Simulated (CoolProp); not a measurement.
A simple Rankine cycle with trans-2-butene: condensing at 322.15 K, boiler at 2.87 MPa, turbine inlet 423.4 K, turbine efficiency 0.65, pump efficiency 0.6, no recuperator. Each further row changes one setting.

The numbers come from the reference Helmholtz-energy equation of state, Lemmon 2005 in CoolProp. It is a short technical equation, of lower accuracy than the large ones.

| case | thermal efficiency (%) | net work (kJ/kg) | heat in (kJ/kg) | turbine exit temperature (K) | volume ratio over the turbine |
|---|---|---|---|---|---|
| as stated | 9.8 | 46.9 | 477 | 362.6 | 7.37 |
| turbine inlet 443.4 K | ? | ? | 532 | ? | 6.89 |
| condensing temperature 314.15 K | ? | 53.4 | 497 | 357.6 | ? |
| boiler pressure 2.01 MPa | 8.5 | 43.5 | 510 | ? | 4.59 |
| turbine efficiency 0.55 | 8.1 | 38.6 | 477 | ? | 7.49 |

Problem. Some entries are withheld; supply them.

Solution. 
- turbine inlet 443.4 K, thermal efficiency (%): 10.0
- turbine inlet 443.4 K, net work (kJ/kg): 53.0
- turbine inlet 443.4 K, turbine exit temperature (K): 387.9
- condensing temperature 314.15 K, thermal efficiency (%): 10.8
- condensing temperature 314.15 K, volume ratio over the turbine: 9.18
- boiler pressure 2.01 MPa, turbine exit temperature (K): 381.3
- turbine efficiency 0.55, turbine exit temperature (K): 367.0
